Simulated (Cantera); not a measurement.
A Cantera script and what it prints.

```python
import numpy as np
import cantera as ct

gas_names = """
    H HO2 H2 H2O H2O2 O OH O2 O3 Ti TiO TiO2
""".split()
cond_names = """
    H2O(s) H2O(L) Ti(a) Ti(b) Ti(L) TiO(a) TiO(b) TiO(L) TiO2(ru) TiO2(L) Ti2O3(a) Ti2O3(b) Ti2O3(L)
    Ti3O5(a) Ti3O5(b) Ti3O5(L) Ti4O7(s) Ti4O7(L)
""".split()


# ... load() reads the species with a 1 bar reference pressure and builds the phases ...
atoms = {
    'Ti': {'Ti': 1},
    'H2O': {'H': 2, 'O': 1},
    'H2': {'H': 2},
}
top_T = {}  # K; cautious upper limits of use, not melting points


# ... equilibrate(T, P, feed) seeds the gas with the atoms and calls Mixture.equilibrate('TP', solver="vcs", rtol=1e-11, max_steps=5000) ...
results = []
feed = {'Ti': 1, 'H2O': 7.5, 'H2': 49}  # mol
P = 13  # Pa
for T in [1000, 1075, 1150, 1225, 1300, 1375, 1450, 1525, 1600, 1675, 1750, 1825]:
    mix = equilibrate(T, P, feed)
    results.append((T, P, feed, dict(zip(mix.species_names, mix.species_moles))))
    x = sorted(zip(gas.X, gas.species_names), reverse=True)
    print(f"T = {T:g} K  P = {P:g} Pa  gas = {mix.phase_moles(0):.4g} mol")
    print("   x: " + "  ".join(f"{s} {v:.3e}" for v, s in x if v > 1e-05))
    print("   condensed (mol): " + ("  ".join(f"{mix.phase(i).name} {mix.phase_moles(i):.4g}"
          for i in range(1, mix.n_phases) if mix.phase_moles(i) > 1e-12) or "none"))
```

Output:

```
T = 1000 K  P = 13 Pa  gas = 56.5 mol
   x: H2 9.027e-01  H2O 9.735e-02
   condensed (mol): TiO2(ru) 1
T = 1075 K  P = 13 Pa  gas = 56.5 mol
   x: H2 9.027e-01  H2O 9.735e-02
   condensed (mol): TiO2(ru) 1
T = 1150 K  P = 13 Pa  gas = 56.5 mol
   x: H2 9.026e-01  H2O 9.734e-02
   condensed (mol): TiO2(ru) 1
T = 1225 K  P = 13 Pa  gas = 56.5 mol
   x: H2 9.026e-01  H2O 9.734e-02  H 2.597e-05
   condensed (mol): TiO2(ru) 1
T = 1300 K  P = 13 Pa  gas = 56.5 mol
   x: H2 9.026e-01  H2O 9.734e-02  H 9.218e-05
   condensed (mol): TiO2(ru) 1
T = 1375 K  P = 13 Pa  gas = 56.51 mol
   x: H2 9.024e-01  H2O 9.733e-02  H 2.855e-04
   condensed (mol): TiO2(ru) 1
T = 1450 K  P = 13 Pa  gas = 56.52 mol
   x: H2 9.019e-01  H2O 9.730e-02  H 7.877e-04
   condensed (mol): TiO2(ru) 1
T = 1525 K  P = 13 Pa  gas = 56.56 mol
   x: H2 9.008e-01  H2O 9.724e-02  H 1.969e-03
   condensed (mol): TiO2(ru) 1
T = 1600 K  P = 13 Pa  gas = 56.63 mol
   x: H2 8.984e-01  H2O 9.710e-02  H 4.520e-03  OH 1.913e-05
   condensed (mol): TiO2(ru) 1
T = 1675 K  P = 13 Pa  gas = 56.77 mol
   x: H2 8.935e-01  H2O 9.682e-02  H 9.626e-03  OH 5.045e-05
   condensed (mol): TiO2(ru) 0.9999
T = 1750 K  P = 13 Pa  gas = 57.05 mol
   x: H2 8.844e-01  H2O 9.628e-02  H 1.918e-02  OH 1.224e-04
   condensed (mol): TiO2(ru) 0.9995
T = 1825 K  P = 13 Pa  gas = 57.55 mol
   x: H2 8.641e-01  H2O 9.961e-02  H 3.591e-02  OH 2.893e-04  TiO2 4.935e-05
   condensed (mol): Ti4O7(s) 0.2492
```

Equilibrium computed with Cantera from the NASA thermochemical tables; the gas is ideal and each condensed phase is pure. Condensed phases not in the tables: Magnéli phases beyond Ti4O7.
